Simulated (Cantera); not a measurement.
HgO + O2 + N2 (iron carbonyl, mercury and lead vapours)

Feed: 1 mol HgO, 2.7 mol O2, 1.8 mol N2.

Cantera equilibrium calculation (NASA polynomials, part measured and part estimated; ideal gas, pure solids and liquids). Candidate condensed phases: Hg, HgO; 10 gas species. Rates play no part.

Stable condensed phases:

```
T in K \ P in Pa
              10      52     270    1400    7200   37000  190000 1000000
   1450        A       A       A       A       A       A       A       A
   1375        A       A       A       A       A       A       A       A
   1300        A       A       A       A       A       A       A       A
   1225        A       A       A       A       A       A       A       A
   1150        A       A       A       A       A       A       A       A
   1075        A       A       A       A       A       A       A       A
   1000        A       A       A       A       A       A       A       A
    925        A       A       A       A       A       A       A       A
    850        A       A       A       A       A       A       A       A
    775        A       A       A       A       A       A       A       B
    700        A       A       A       A       A       A       B       B
    625        A       A       A       A       A       B       B       B
    550        A       A       A       B       B       B       B       B
```

A: gas only; B: HgO.
